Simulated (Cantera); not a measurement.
Cantera run:

```python
import numpy as np
import cantera as ct

gas_names = """
    B BCL BCL2 BCL3 BH BH2 BH3 BO BOCL BO2 B2 B2O B2O2 B2O3 B3O3CL3 B3O3H3 CL CLO CL2 H HBO HBO2 HCL
    HOCL HO2 H2 H2O H2O2 H3B3O6 O OH O2 O3
""".split()
cond_names = """
    B(b) B(L) B2O3(L) B3O3H3(cr) H2O(s) H2O(L)
""".split()


def load(file, names, dense=False):
    # The tables refer to 1 bar. Condensed volumes are neglected.
    table = {s.name: s for s in ct.Species.list_from_file(file)}
    out = []
    for n in names:
        d = dict(table[n].input_data)
        d["thermo"] = dict(d["thermo"], **{"reference-pressure": 1e5})
        if dense:
            d["equation-of-state"] = {"model": "constant-volume", "density": "1e6 g/cm^3"}
        out.append(ct.Species.from_dict(d))
    return out


gas = ct.Solution(thermo="ideal-gas", species=load("nasa_gas.yaml", gas_names))
cond = {s.name: ct.Solution(thermo="fixed-stoichiometry", species=[s], name=s.name)
        for s in load("nasa_condensed.yaml", cond_names, dense=True)}
atoms = {
    'BCl3': {'B': 1, 'CL': 3},
    'O2': {'O': 2},
    'H2': {'H': 2},
}
top_T = {}  # K; cautious upper limits of use, not melting points


def equilibrate(T, P, feed):
    n = {}
    for name, mol in feed.items():
        for a, k in atoms[name].items():
            n[a] = n.get(a, 0.0) + k * mol
    gas.TPX = T, P, n
    mass = sum(n.values()) * gas.mean_molecular_weight
    gas.equilibrate("TP")
    valid = [c for c in cond.values() if c.min_temp <= T <= top_T.get(c.name, c.max_temp)]
    mix = ct.Mixture([(gas, mass / gas.mean_molecular_weight)] + [(c, 0.0) for c in valid])
    mix.T, mix.P = T, P
    mix.equilibrate("TP", solver="vcs", rtol=1e-11, max_steps=5000)
    return mix


results = []
feed = {'BCl3': 1, 'O2': 4.2, 'H2': 0.29}  # mol
P = 16  # Pa
for T in [875, 975, 1075, 1175, 1275, 1375, 1475, 1575, 1675, 1775, 1875, 1975, 2075]:
    mix = equilibrate(T, P, feed)
    results.append((T, P, feed, dict(zip(mix.species_names, mix.species_moles))))
    x = sorted(zip(gas.X, gas.species_names), reverse=True)
    print(f"T = {T:g} K  P = {P:g} Pa  gas = {mix.phase_moles(0):.4g} mol")
    print("   x: " + "  ".join(f"{s} {v:.3e}" for v, s in x if v > 0.0001))
    print("   condensed (mol): " + ("  ".join(f"{mix.phase(i).name} {mix.phase_moles(i):.4g}"
          for i in range(1, mix.n_phases) if mix.phase_moles(i) > 1e-12) or "none"))
```

Output:

```
T = 875 K  P = 16 Pa  gas = 5.243 mol
   x: O2 6.577e-01  CL2 2.304e-01  HCL 1.096e-01  CL 1.748e-03  H2O 4.987e-04
   condensed (mol): B2O3(L) 0.5
T = 975 K  P = 16 Pa  gas = 5.266 mol
   x: O2 6.551e-01  CL2 2.251e-01  HCL 1.097e-01  CL 9.930e-03  H2O 2.223e-04
   condensed (mol): B2O3(L) 0.5
T = 1075 K  P = 16 Pa  gas = 5.346 mol
   x: O2 6.453e-01  CL2 2.067e-01  HCL 1.082e-01  CL 3.967e-02  H2O 1.185e-04
   condensed (mol): B2O3(L) 0.4997
T = 1175 K  P = 16 Pa  gas = 5.559 mol
   x: O2 6.204e-01  CL2 1.605e-01  CL 1.147e-01  HCL 1.038e-01  HBO2 4.041e-04
   condensed (mol): B2O3(L) 0.4986
T = 1275 K  P = 16 Pa  gas = 5.937 mol
   x: O2 5.807e-01  CL 2.322e-01  HCL 9.602e-02  CL2 8.833e-02  HBO2 1.531e-03  B2O3 5.746e-04  BOCL 3.696e-04
   condensed (mol): B2O3(L) 0.4908
T = 1375 K  P = 16 Pa  gas = 6.34 mol
   x: O2 5.428e-01  CL 3.243e-01  HCL 8.539e-02  CL2 3.084e-02  B2O3 8.220e-03  HBO2 5.865e-03  BOCL 1.691e-03  BO2 6.045e-04  H2O 1.063e-04
   condensed (mol): B2O3(L) 0.422
T = 1475 K  P = 16 Pa  gas = 6.924 mol
   x: O2 4.940e-01  CL 3.466e-01  HCL 6.637e-02  B2O3 5.975e-02  HBO2 1.703e-02  CL2 7.931e-03  BOCL 4.331e-03  BO2 3.560e-03  H2O 1.670e-04  O 1.595e-04
   condensed (mol): none
T = 1575 K  P = 16 Pa  gas = 6.979 mol
   x: O2 4.878e-01  CL 3.600e-01  HCL 6.130e-02  B2O3 5.576e-02  HBO2 2.099e-02  BO2 6.922e-03  BOCL 3.847e-03  CL2 2.321e-03  O 5.911e-04  H2O 3.548e-04
   condensed (mol): none
T = 1675 K  P = 16 Pa  gas = 7.014 mol
   x: O2 4.820e-01  CL 3.666e-01  HCL 5.619e-02  B2O3 5.105e-02  HBO2 2.484e-02  BO2 1.226e-02  BOCL 3.362e-03  O 1.875e-03  CL2 7.610e-04  H2O 6.870e-04  OH 2.777e-04
   condensed (mol): none
T = 1775 K  P = 16 Pa  gas = 7.053 mol
   x: O2 4.743e-01  CL 3.707e-01  HCL 5.111e-02  B2O3 4.546e-02  HBO2 2.794e-02  BO2 1.997e-02  O 5.212e-03  BOCL 2.914e-03  H2O 1.204e-03  OH 7.076e-04  CL2 2.796e-04
   condensed (mol): none
T = 1875 K  P = 16 Pa  gas = 7.113 mol
   x: O2 4.625e-01  CL 3.729e-01  HCL 4.607e-02  B2O3 3.905e-02  BO2 3.004e-02  HBO2 2.975e-02  O 1.293e-02  BOCL 2.497e-03  H2O 1.918e-03  OH 1.599e-03  H 2.512e-04  BO 2.239e-04  CL2 1.132e-04
   condensed (mol): none
T = 1975 K  P = 16 Pa  gas = 7.213 mol
   x: O2 4.436e-01  CL 3.729e-01  BO2 4.187e-02  HCL 4.080e-02  B2O3 3.207e-02  HBO2 2.973e-02  O 2.901e-02  OH 3.224e-03  H2O 2.766e-03  BOCL 2.105e-03  H 9.568e-04  BO 7.778e-04
   condensed (mol): none
T = 2075 K  P = 16 Pa  gas = 7.387 mol
   x: O2 4.134e-01  CL 3.694e-01  O 5.925e-02  BO2 5.405e-02  HCL 3.486e-02  HBO2 2.735e-02  B2O3 2.495e-02  OH 5.753e-03  H2O 3.511e-03  H 3.088e-03  BO 2.325e-03  BOCL 1.735e-03  H2 2.151e-04
   condensed (mol): none
```

Method: chemical equilibrium by Gibbs-energy minimisation in Cantera with the NASA 1993 tables (ideal gas, pure condensed phases). The tables' values for BOCl are old estimates; treat these amounts as uncertain.
